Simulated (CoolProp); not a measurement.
Vapour-liquid equilibrium of n-octane (1) + o-xylene (2) at 0.575 MPa; x and y are mole fractions of (1).

Computed with CoolProp (multi-fluid Helmholtz-energy mixture model, Beckmüller 2019 and Zhou 2012; pair parameters Bell 2016).

```json
[
 {"x": "0.05", "bubble temperature (K)": "496.2", "y at the bubble point": "0.071", "dew temperature at overall composition x (K)": "496.6", "liquid density (mol/L)": "6.324"},
 {"x": "0.2", "bubble temperature (K)": "491.9", "y at the bubble point": "0.264", "dew temperature at overall composition x (K)": "493.4", "liquid density (mol/L)": "6.007"},
 {"x": "0.35", "bubble temperature (K)": "488.2", "y at the bubble point": "0.432", "dew temperature at overall composition x (K)": "490.0", "liquid density (mol/L)": "5.710"},
 {"x": "0.5", "bubble temperature (K)": "484.8", "y at the bubble point": "0.581", "dew temperature at overall composition x (K)": "486.6", "liquid density (mol/L)": "5.431"},
 {"x": "0.65", "bubble temperature (K)": "481.7", "y at the bubble point": "0.717", "dew temperature at overall composition x (K)": "483.2", "liquid density (mol/L)": "5.170"},
 {"x": "0.8", "bubble temperature (K)": "478.9", "y at the bubble point": "0.843", "dew temperature at overall composition x (K)": "479.8", "liquid density (mol/L)": "4.925"},
 {"x": "0.95", "bubble temperature (K)": "476.2", "y at the bubble point": "0.962", "dew temperature at overall composition x (K)": "476.5", "liquid density (mol/L)": "4.696"}
]
```

No azeotrope shows between x = 0.05 and 0.95.

Pair parameters are fitted to limited data, so mixtures are less certain than the pure fluids.
